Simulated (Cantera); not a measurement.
A Cantera script and what it prints.

```python
import numpy as np
import cantera as ct

gas_names = """
    H HO2 H2 H2O H2O2 O OH O2 O3 Si SiH SiH2 SiH3 SiH4 SiO SiO2 Si2 Si3
""".split()
cond_names = """
    H2O(s) H2O(L) Si(cr) Si(L) SiO2(Lqz) SiO2(hqz) SiO2(L)
""".split()


def load(file, names, dense=False):
    # The tables refer to 1 bar. Condensed volumes are neglected.
    table = {s.name: s for s in ct.Species.list_from_file(file)}
    out = []
    for n in names:
        d = dict(table[n].input_data)
        d["thermo"] = dict(d["thermo"], **{"reference-pressure": 1e5})
        if dense:
            d["equation-of-state"] = {"model": "constant-volume", "density": "1e6 g/cm^3"}
        out.append(ct.Species.from_dict(d))
    return out


gas = ct.Solution(thermo="ideal-gas", species=load("nasa_gas.yaml", gas_names))
cond = {s.name: ct.Solution(thermo="fixed-stoichiometry", species=[s], name=s.name)
        for s in load("nasa_condensed.yaml", cond_names, dense=True)}
atoms = {
    'Si': {'Si': 1},
    'O2': {'O': 2},
    'H2': {'H': 2},
}
top_T = {}  # K; cautious upper limits of use, not melting points


def equilibrate(T, P, feed):
    n = {}
    for name, mol in feed.items():
        for a, k in atoms[name].items():
            n[a] = n.get(a, 0.0) + k * mol
    gas.TPX = T, P, n
    mass = sum(n.values()) * gas.mean_molecular_weight
    gas.equilibrate("TP")
    valid = [c for c in cond.values() if c.min_temp <= T <= top_T.get(c.name, c.max_temp)]
    mix = ct.Mixture([(gas, mass / gas.mean_molecular_weight)] + [(c, 0.0) for c in valid])
    mix.T, mix.P = T, P
    mix.equilibrate("TP", solver="vcs", rtol=1e-11, max_steps=5000)
    return mix


results = []
feed = {'Si': 1, 'O2': 0.003, 'H2': 570}  # mol
T = 2123  # K
P = 101325  # Pa
mix = equilibrate(T, P, feed)
results.append((T, P, feed, dict(zip(mix.species_names, mix.species_moles))))
x = sorted(zip(gas.X, gas.species_names), reverse=True)
print(f"T = {T:g} K  P = {P:g} Pa  gas = {mix.phase_moles(0):.4g} mol")
print("   x: " + "  ".join(f"{s} {v:.3e}" for v, s in x if v > 0.001))
print("   condensed (mol): " + ("  ".join(f"{mix.phase(i).name} {mix.phase_moles(i):.4g}"
      for i in range(1, mix.n_phases) if mix.phase_moles(i) > 1e-12) or "none"))
```

Output:

```
T = 2123 K  P = 101325 Pa  gas = 571.1 mol
   x: H2 9.960e-01  H 3.557e-03
   condensed (mol): Si(L) 0.7274
```

Method: chemical equilibrium by Gibbs-energy minimisation in Cantera with the NASA 1993 tables (ideal gas, pure condensed phases). Gases not in the tables: Si2H6 and higher silanes.
